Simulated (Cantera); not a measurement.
Feed: 1 mol CH3SiCl3, 0.46 mol C3H8, 26 mol H2, equilibrated at 1023.15 K.

Points: P (Pa) = 100, 240, 560, 1300, 3200, 7500, 18000, 42000, 100000.

Cantera's Mixture.equilibrate('TP', solver="vcs", rtol=1e-11, max_steps=5000) on the NASA tables stopped like this:

```
389  SiC(b) 0.9802
T = 1023.15 K  P = 1300 Pa  gas = 30.78 mol
   x: H2 9.055e-01  HCL 9.235e-02  SiCL4 1.189e-03
   condensed (mol): C(gr) 1.396  SiC(b) 0.9594
T = 1023.15 K  P = 3200 Pa  gas = 30.7 mol
   x: H2 9.078e-01  HCL 8.758e-02  SiCL4 2.355e-03  CH4 1.976e-03
   condensed (mol): C(gr) 1.399  SiC(b) 0.9202
T = 1023.15 K  P = 7500 Pa  gas = 30.56 mol
   x: H2 9.100e-01  HCL 8.090e-02  CH4 4.652e-03  SiCL4 3.999e-03
   condensed (mol): C(gr) 1.373  SiC(b) 0.8648
T = 1023.15 K  P = 18000 Pa  gas = 30.3 mol
   x: H2 9.096e-01  HCL 7.235e-02  CH4 1.116e-02  SiCL4 6.145e-03
   condensed (mol): C(gr) 1.25  SiC(b) 0.7925
ERROR: FAILURE its = 5001!

*******************************************************************************
CanteraError thrown by MultiPhase::equilibrate:
VCS solver failed. Return code: -1
*******************************************************************************
```

**Question.** What got this run through?

**Answer.** This is not unique; one that fits is The failure is numerical, not chemical. The same input converged with solver="gibbs", rtol=1e-10, max_steps=50000, and the result passed a check of the equilibrium conditions:
```
T = 1023.15 K  P = 100 Pa  gas = 30.83 mol
   x: H2 9.030e-01  HCL 9.679e-02
   condensed (mol): C(gr) 1.382  SiC(b) 0.9958
T = 1023.15 K  P = 240 Pa  gas = 30.83 mol
   x: H2 9.034e-01  HCL 9.617e-02
   condensed (mol): C(gr) 1.385  SiC(b) 0.9908
T = 1023.15 K  P = 560 Pa  gas = 30.81 mol
   x: H2 9.041e-01  HCL 9.488e-02
   condensed (mol): C(gr) 1.389  SiC(b) 0.9802
T = 1023.15 K  P = 1300 Pa  gas = 30.78 mol
   x: H2 9.055e-01  HCL 9.235e-02  SiCL4 1.189e-03
   condensed (mol): C(gr) 1.396  SiC(b) 0.9594
T = 1023.15 K  P = 3200 Pa  gas = 30.7 mol
   x: H2 9.078e-01  HCL 8.758e-02  SiCL4 2.355e-03  CH4 1.976e-03
   condensed (mol): C(gr) 1.399  SiC(b) 0.9202
T = 1023.15 K  P = 7500 Pa  gas = 30.56 mol
   x: H2 9.100e-01  HCL 8.090e-02  CH4 4.652e-03  SiCL4 3.999e-03
   condensed (mol): C(gr) 1.373  SiC(b) 0.8648
T = 1023.15 K  P = 18000 Pa  gas = 30.3 mol
   x: H2 9.096e-01  HCL 7.235e-02  CH4 1.116e-02  SiCL4 6.145e-03
   condensed (mol): C(gr) 1.25  SiC(b) 0.7925
T = 1023.15 K  P = 42000 Pa  gas = 29.79 mol
   x: H2 9.015e-01  HCL 6.328e-02  CH4 2.557e-02  SiCL4 8.543e-03  SiHCL3 1.031e-03
   condensed (mol): C(gr) 0.9052  SiC(b) 0.7131
T = 1023.15 K  P = 100000 Pa  gas = 28.81 mol
   x: H2 8.757e-01  CH4 5.744e-02  HCL 5.389e-02  SiCL4 1.134e-02  SiHCL3 1.562e-03
   condensed (mol): C(gr) 0.09869  SiC(b) 0.6263
```

The gas is ideal and each condensed phase is pure. The feed counts by its element totals alone. The tables' values for SiCl3 are old estimates; treat these amounts as uncertain.
